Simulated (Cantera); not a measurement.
**Silicon etching in halogen gases: Si + Cl2 + N2**

Charge: 1 mol Si, 1.3 mol Cl2, 30 mol N2, equilibrated at 10.0 mbar.

Cantera equilibrium calculation (NASA polynomials, part measured and part estimated; ideal gas, pure solids and liquids). Candidate condensed phases: Si, Si3N4; 13 gas species. N2 is the only nitrogen source here; it is nearly inert below about 1500 K, so the nitride shown seldom forms there in practice. The tables' values for SiCl3 are old estimates; treat these amounts as uncertain. The numbers say what is thermodynamically allowed, not how fast it happens.

From 673 K to 1423 K the condensed part is Si3N4(s). From 1573 K to 1723 K nothing is condensed. The main Si-bearing gas is SiCl4 at 673 K and SiCl2 at 1723 K.

| T (K) | x N2 | x SiCl2 | x SiCl4 | x SiCl3 | x Cl | x Cl2 | x SiCl | x Si | n Si3N4(s) |
|---|---|---|---|---|---|---|---|---|---|
| 673 | 0.979 | <1e-12 | 0.0214 | 1.97e-9 | <1e-12 | <1e-12 | <1e-12 | <1e-12 | 0.117 |
| 823 | 0.979 | 9.03e-10 | 0.0214 | 4.64e-7 | 4.53e-11 | <1e-12 | <1e-12 | <1e-12 | 0.117 |
| 973 | 0.979 | 5.32e-7 | 0.0214 | 1.99e-5 | 7.48e-9 | 8.50e-12 | <1e-12 | <1e-12 | 0.117 |
| 1123 | 0.979 | 5.52e-5 | 0.0211 | 0.000306 | 3.17e-7 | 2.51e-10 | 1.06e-12 | <1e-12 | 0.116 |
| 1273 | 0.977 | 0.00177 | 0.0187 | 0.00225 | 5.46e-6 | 3.16e-9 | 9.77e-10 | 1.53e-12 | 0.102 |
| 1423 | 0.969 | 0.0180 | 0.00758 | 0.00587 | 4.22e-5 | 1.56e-8 | 1.71e-7 | 1.52e-9 | 0.00874 |
| 1573 | 0.967 | 0.0196 | 0.00599 | 0.00668 | 0.000692 | 5.49e-7 | 5.99e-7 | 6.93e-9 | 0 |
| 1723 | 0.962 | 0.0221 | 0.00353 | 0.00645 | 0.00573 | 7.00e-6 | 2.16e-6 | 3.82e-8 | 0 |
x: gas mole fraction; n: condensed amount in mol.
